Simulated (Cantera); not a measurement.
An adiabatic, constant-pressure homogeneous reactor starts with H2 : O2 : N2 : NO = 1 : 1.25 : 4.62 : 0.017 (molar parts), at 975 K and 9.90 bar. Integrator tolerance rtol = 1e-08.

Computed with Cantera and GRI-Mech 3.0 (53 species, 325 reactions). The hydrogen kinetics of GRI-Mech 3.0 are dated; newer H2 mechanisms differ, most at raised pressure. The mechanism lacks 2 NO + O2 → 2 NO2 and HONO, so NO2 and the effect of NO are under-described below about 1400 K.

### Question
What does this change do: initial temperature 975 to 1075 K?

### Answer
```csv
quantity,before,after
time of steepest temperature rise,0.270 ms,72.2 µs
temperature at 1.00 s,2016 K,2100 K
equilibrium temperature,2015 K,2100 K
x(H2) at 1.00 s,4.77e-5 (gas-phase equilibrium 4.73e-5),8.69e-5 (gas-phase equilibrium 8.68e-5)
x(O2) at 1.00 s,0.116 (gas-phase equilibrium 0.115),0.115 (gas-phase equilibrium 0.115)
x(NO) at 1.00 s,0.00512 (gas-phase equilibrium 0.00568),0.00703 (gas-phase equilibrium 0.00705)
x(OH) at 1.00 s,0.00135 (gas-phase equilibrium 0.00134),0.00197 (gas-phase equilibrium 0.00197)
x(H2O2) at 1.00 s,3.27e-7 (gas-phase equilibrium 3.25e-7),4.21e-7 (gas-phase equilibrium 4.21e-7)
x(HO2) at 1.00 s,4.28e-6 (gas-phase equilibrium 4.25e-6),5.84e-6 (gas-phase equilibrium 5.84e-6)
x(N2) at 1.00 s,0.722 (gas-phase equilibrium 0.722),0.721 (gas-phase equilibrium 0.721)
```

### Question
What does this change do: 0.35 parts H2O added?

### Answer
| quantity | before | after |
|---|---|---|
| time of steepest temperature rise | 0.270 ms | 0.517 ms |
| temperature at 1.00 s | 2016 K | 1956 K |
| equilibrium temperature | 2015 K | 1953 K |
| x(H2) at 1.00 s | 4.77e-5 (gas-phase equilibrium 4.73e-5) | 3.94e-5 (gas-phase equilibrium 3.87e-5) |
| x(O2) at 1.00 s | 0.116 (gas-phase equilibrium 0.115) | 0.111 (gas-phase equilibrium 0.110) |
| x(NO) at 1.00 s | 0.00512 (gas-phase equilibrium 0.00568) | 0.00349 (gas-phase equilibrium 0.00455) |
| x(OH) at 1.00 s | 0.00135 (gas-phase equilibrium 0.00134) | 0.00112 (gas-phase equilibrium 0.00110) |
| x(H2O2) at 1.00 s | 3.27e-7 (gas-phase equilibrium 3.25e-7) | 3.34e-7 (gas-phase equilibrium 3.30e-7) |
| x(HO2) at 1.00 s | 4.28e-6 (gas-phase equilibrium 4.25e-6) | 3.66e-6 (gas-phase equilibrium 3.61e-6) |
| x(N2) at 1.00 s | 0.722 (gas-phase equilibrium 0.722) | 0.685 (gas-phase equilibrium 0.685) |
